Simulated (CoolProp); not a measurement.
Vapour pressure (bar) of n-butane: the reference equation beside estimates from Tc = 425.1 K, pc = 37.96 bar, ω = 0.201. Clausius-Clapeyron is anchored at 239.2 K with a constant enthalpy of vaporisation of 24.04 kJ/mol.

Computed with CoolProp (reference Helmholtz-energy equation of state, Bücker 2006).

```tsv
T (K)	reference	Lee-Kesler	Clausius-Clapeyron	van der Waals	Soave-Redlich-Kwong
222.9	0.09325	0.08846	0.09552	[?]	0.09002
239.2	0.2312	0.2226	0.2312	2.252	0.2252
255.4	0.4998	0.4878	[?]	3.322	0.4909
271.7	[?]	0.9644	0.9817	4.703	0.9665
288	1.753	1.746	1.793	6.425	1.746
304.2	2.924	2.931	3.060	8.504	2.930
320.5	4.623	4.649	[?]	10.99	4.656
336.7	6.955	[?]	7.660	13.89	7.033
353	10.08	10.15	11.39	17.25	10.23
369.2	14.12	14.19	16.31	21.05	[?]
385.5	19.27	19.35	22.72	25.36	19.61
401.8	25.74	25.83	30.80	30.17	26.12
```

### Question
What belongs in the gaps?

### Answer

- 222.9, van der Waals: 1.445
- 255.4, Clausius-Clapeyron: 0.4977
- 271.7, reference: 0.9768
- 320.5, Clausius-Clapeyron: 4.963
- 336.7, Lee-Kesler: 7.001
- 369.2, Soave-Redlich-Kwong: 14.35

Absolute difference from the reference over all 12 rows, mean and median: Lee-Kesler 1.4 and 0.6 %, Clausius-Clapeyron 7.8 and 6.0 %, van der Waals 344.5 and 164.3 %, Soave-Redlich-Kwong 1.5 and 1.5 %.
